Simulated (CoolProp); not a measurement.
Properties of CHF3 (R23) along the isobar 230 kPa.

Model: reference Helmholtz-energy equation of state, Penoncello 2003, in CoolProp.

```csv
T (°C),phase,density (kg/m³),cp (kJ/(kg K)),speed of sound (m/s),Joule-Thomson coefficient (K/MPa)
6.75,gas,7.075,0.7262,197.1,15.49
34.65,gas,6.393,0.7585,206.4,11.62
62.45,gas,5.839,0.7939,215.1,9.059
90.35,gas,5.375,0.8303,223.4,7.251
118.25,gas,4.981,0.8661,231.3,5.924
146.15,gas,4.642,0.9009,238.9,4.917
173.95,gas,4.348,0.9340,246.2,4.136
201.85,gas,4.089,0.9656,253.3,3.512
```
